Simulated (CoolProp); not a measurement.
Vapour-liquid equilibrium of dimethyl ether (1) + n-hexane (2) at 0.0409 MPa; x and y are mole fractions of (1).

Values from CoolProp's multi-fluid Helmholtz-energy mixture model, Wu 2011 and Thol 2019; pair parameters Bell 2016.

| x | bubble temperature, mixture model (K) | bubble temperature, Raoult's law (K) | y, mixture model | y, Raoult's law |
|---|---|---|---|---|
| 0.05 | 287.1 | 293.2 | 0.711 | 0.624 |
| 0.2 | 254.5 | 263.9 | 0.958 | 0.930 |
| 0.35 | 243.7 | 251.1 | 0.983 | 0.974 |
| 0.5 | 238.5 | 243.3 | 0.990 | 0.988 |
| 0.65 | 235.4 | 237.8 | 0.993 | 0.994 |
| 0.8 | 232.9 | 233.7 | 0.996 | 0.998 |
| 0.95 | 230.3 | 230.3 | 0.999 | 1.000 |

The largest gap from Raoult's law is -9.4 K in bubble temperature, at x = 0.2. No azeotrope shows between x = 0.05 and 0.95.

The pair parameters rest on a limited set of measurements; away from them the model extrapolates.
